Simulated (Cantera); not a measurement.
Charge: 1 mol SiH4, 0.28 mol C2H4, 1.1 mol H2, equilibrated at 2350 °C and 0.00133 bar.

Cantera equilibrium calculation (NASA polynomials, part measured and part estimated; ideal gas, pure solids and liquids). Candidate condensed phases: C, C6H6, C7H8, C8H18, Si, SiC; 87 gas species. Kinetics and transport are ignored.

Base state: H 0.585, H2 0.257, Si 0.115, SiC2 0.0343, C2H2 (acetylene) 0.00375, C3 0.00172, Si2C 0.000855, C2H 0.000785 (mole fractions); condensed: gas only.

**Question.** What changes in the equilibrium state with this change: temperature from 2350 °C to 752 °C?

**Answer.** 
```csv
species,before,after
H2,0.257,1.00
H,0.585,1.19e-7
Si,0.115,<1e-9
SiC2,0.0343,<1e-9
C2H2 (acetylene),0.00375,<1e-9
C3,0.00172,<1e-9
Si2C,0.000855,<1e-9
C2H,0.000785,<1e-9
"Si(s), mol",0,0.440
"SiC(s), mol",0,0.560
```
Mutual solubility and eutectic melting of coexisting phases are not modelled.
